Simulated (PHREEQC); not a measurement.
Dissolve 0.0021 mol/kgw CaCl2, 0.0006 mol/kgw NaF and 0.0012 mol/kgw KCl at 20 °C. Closed to the air; pH follows from the charge balance.

The numbers come from PHREEQC with the ion-association model, phreeqc.dat.

This is a speciation only: nothing precipitates in the calculation.

Question: What pH, specific conductance does the model give?

Answer: pH 7.19; specific conductance 664 µS/cm.

Saturation is exceeded, for instance for Fluorite; the values hold only as long as no solid forms.
